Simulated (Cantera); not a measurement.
# Thermodynamics of sublimation and decomposition of ceramics, feed SiC + C + N2

Input: 1 mol SiC, 0.23 mol C, 0.059 mol N2, held at 2.90 Pa.

Cantera equilibrium calculation (NASA polynomials, part measured and part estimated; ideal gas, pure solids and liquids). Candidate condensed phases: C, Si, SiC, Si3N4; 20 gas species. The tables' values for SiN are old estimates; treat these amounts as uncertain. Rates play no part.

From 1875 K to 2125 K the condensed part is C(graphite) + SiC(s). From 2175 K to 2425 K the condensed part is C(graphite). The main Si-bearing gas is Si throughout.

```tsv
T (K)	x N2	x Si	x SiC2	x Si2C	x C3	x CN	x C	x Si2	n C(graphite)	n SiC(s)
1875	0.989	0.0105	0.000232	0.000163	3.56e-8	1.83e-5	5.93e-8	2.63e-6	0.231	0.999
1925	0.974	0.0247	0.000709	0.000486	1.40e-7	3.74e-5	1.96e-7	8.70e-6	0.231	0.998
1975	0.941	0.0557	0.00205	0.00137	5.12e-7	7.31e-5	6.08e-7	2.71e-5	0.233	0.996
2025	0.870	0.121	0.00560	0.00367	1.76e-6	0.000135	1.79e-6	7.97e-5	0.238	0.991
2075	0.724	0.252	0.0146	0.00935	5.66e-6	0.000229	4.98e-6	0.000222	0.250	0.977
2125	0.433	0.507	0.0362	0.0228	1.73e-5	0.000320	1.32e-5	0.000590	0.297	0.920
2175	0.0577	0.831	0.0725	0.0376	4.99e-5	0.000205	3.36e-5	0.00106	1.04	0
2225	0.0568	0.830	0.0877	0.0235	0.000137	0.000349	8.17e-5	0.000717	1.02	0
2275	0.0561	0.823	0.104	0.0148	0.000361	0.000580	0.000191	0.000487	0.995	0
2325	0.0556	0.810	0.122	0.00936	0.000911	0.000944	0.000431	0.000331	0.960	0
2375	0.0550	0.793	0.141	0.00595	0.00220	0.00150	0.000940	0.000226	0.916	0
2425	0.0542	0.771	0.160	0.00380	0.00514	0.00234	0.00198	0.000154	0.863	0
```
x: gas mole fraction; n: condensed amount in mol.
